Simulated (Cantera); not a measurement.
Charge: 1 mol B, 3.1 mol N₂, 0.13 mol H₂O, at 1175 °C and 0.000860 bar.

These are equilibrium values from Cantera (NASA tables, ideal gas, pure condensed phases), not measurements of a reactor. N₂ is the only nitrogen source here; it is nearly inert below about 1500 K, so the nitride shown seldom forms there in practice. Mutual solubility and eutectic melting of coexisting phases are not modelled. Rates play no part.

| species | before | after |
|---|---|---|
| N₂ | 0.942 | 0.953 |
| H₂ | 0.0440 | 0.0468 |
| H₂O | 3.27e-5 | 4.29e-5 |
| B₂O₃ | 0.00839 | 1.14e-9 |
| HBO₂ | 0.00294 | 3.42e-6 |
| B₂O₂ | 0.000468 | <1e-9 |
| HBO | 0.00155 | 1.31e-8 |
| BO | 6.54e-5 | <1e-9 |
| H | 6.61e-5 | 8.44e-9 |
| BN(s), mol | 0.914 | 0.913 |
| B₂O₃(l), mol | 0.0119 | 0.0433 |
Gas species are given as mole fractions.

Q: Name the change that produced these shifts.
A. 0.34 mol H₂ added
B. temperature from 1175 °C to 702 °C
C. pressure from 0.000860 bar to 0.00133 bar
D. pressure from 0.000860 bar to 0.00290 bar

A: B, temperature from 1175 °C to 702 °C
